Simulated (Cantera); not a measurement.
## Transport properties of process gases

Gas mixture: NO = 0.59 (molar parts), at 90.0 Torr, frozen composition.

Cantera's kinetic-theory transport with the Lennard-Jones parameters of GRI-Mech 3.0, ideal gas; thermal conductivity in the mixture-averaged form.

```
T (K)  ρ (kg/m³)  cp (J/kg/K)  μ (µPa s)  λ (mW/m/K)     Pr  D (cm²/s) CO₂  D (cm²/s) O  D (cm²/s) C₂H₂
-----  ---------  -----------  ---------  ----------  -----  -------------  -----------  --------------
400        0.108        998.6       23.1        32.4  0.712           2.20         4.45            2.33
500       0.0866         1016       27.0        38.8  0.708           3.27         6.51            3.45
600       0.0722         1041       30.6        45.1  0.706           4.50         8.86            4.74
700       0.0619         1067       34.0        51.3  0.707           5.87         11.5            6.17
800       0.0541         1092       37.1        57.3  0.708           7.37         14.4            7.75
900       0.0481         1114       40.1        63.0  0.708           9.01         17.5            9.46
1000      0.0433         1133       42.9        68.6  0.709           10.8         20.8            11.3
```
D: mixture-averaged diffusion coefficient of that species in the mixture.
